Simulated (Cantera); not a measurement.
Mixture: 23.0 % CO, 6.44 % H2, 3.22 % CH4, 9.61 % O2, 57.7 % N2, at 6.60 bar, adiabatic and at constant pressure. Ignition delay is the time to a rise of 400 K.

Detailed kinetics in Cantera: GRI-Mech 3.0 (53 species, 325 reactions). Below about 1000 K GRI-Mech 3.0 lacks low-temperature oxidation paths.

Q: Predict: delay at 950 K; delay at 1100 K; delay at 1250 K; delay at 1400 K; delay at 1550 K; apparent activation energy between 1400 and 1550 K.

A: 
```
Item                                                     Value
--------------------------------------------------  ----------
delay at 950 K                                         13.4 ms
delay at 1100 K                                       0.590 ms
delay at 1250 K                                       0.127 ms
delay at 1400 K                                        43.8 µs
delay at 1550 K                                        18.3 µs
apparent activation energy between 1400 and 1550 K  110 kJ/mol
```
